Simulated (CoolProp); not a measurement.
Saturated liquid density (kg/m³) of R152A: the reference equation beside estimates from Tc = 386.4 K, pc = 4517 kPa, ω = 0.275. Rackett uses Z = 0.29056 − 0.08775 ω.

Model: reference Helmholtz-energy equation of state, Outcalt 1996, in CoolProp. It is a modified Benedict-Webb-Rubin equation, recast in Helmholtz form.

```json
[
 {"T (K)": "211.1", "reference": "1087", "Rackett": "1001", "van der Waals": "592.5", "Redlich-Kwong": "876.9", "Peng-Robinson": "1015"},
 {"T (K)": "215", "reference": "1080", "Rackett": "994.7", "van der Waals": "588.9", "Redlich-Kwong": "870.7", "Peng-Robinson": "1010"},
 {"T (K)": "218.9", "reference": "1072", "Rackett": "987.8", "van der Waals": "585.2", "Redlich-Kwong": "864.4", "Peng-Robinson": "1004"},
 {"T (K)": "222.8", "reference": "1064", "Rackett": "981.0", "van der Waals": "581.4", "Redlich-Kwong": "858.0", "Peng-Robinson": "997.5"},
 {"T (K)": "226.7", "reference": "1057", "Rackett": "974.0", "van der Waals": "577.5", "Redlich-Kwong": "851.4", "Peng-Robinson": "991.3"},
 {"T (K)": "230.6", "reference": "1049", "Rackett": "967.0", "van der Waals": "573.6", "Redlich-Kwong": "844.7", "Peng-Robinson": "984.8"},
 {"T (K)": "234.5", "reference": "1041", "Rackett": "959.9", "van der Waals": "569.7", "Redlich-Kwong": "837.9", "Peng-Robinson": "978.3"},
 {"T (K)": "238.4", "reference": "1033", "Rackett": "952.7", "van der Waals": "565.7", "Redlich-Kwong": "831.0", "Peng-Robinson": "971.5"},
 {"T (K)": "242.3", "reference": "1025", "Rackett": "945.5", "van der Waals": "561.6", "Redlich-Kwong": "823.9", "Peng-Robinson": "964.6"},
 {"T (K)": "246.2", "reference": "1017", "Rackett": "938.1", "van der Waals": "557.5", "Redlich-Kwong": "816.7", "Peng-Robinson": "957.5"},
 {"T (K)": "250.1", "reference": "1009", "Rackett": "930.7", "van der Waals": "553.3", "Redlich-Kwong": "809.4", "Peng-Robinson": "950.2"},
 {"T (K)": "254", "reference": "1001", "Rackett": "923.2", "van der Waals": "549.0", "Redlich-Kwong": "801.9", "Peng-Robinson": "942.6"},
 {"T (K)": "257.9", "reference": "992.6", "Rackett": "915.6", "van der Waals": "544.6", "Redlich-Kwong": "794.2", "Peng-Robinson": "934.9"},
 {"T (K)": "261.8", "reference": "984.2", "Rackett": "907.9", "van der Waals": "540.2", "Redlich-Kwong": "786.4", "Peng-Robinson": "927.0"}
]
```

Absolute difference from the reference over all 14 rows, mean and median: Rackett 7.8 and 7.8 %, van der Waals 45.3 and 45.3 %, Redlich-Kwong 19.6 and 19.5 %, Peng-Robinson 6.1 and 6.0 %.
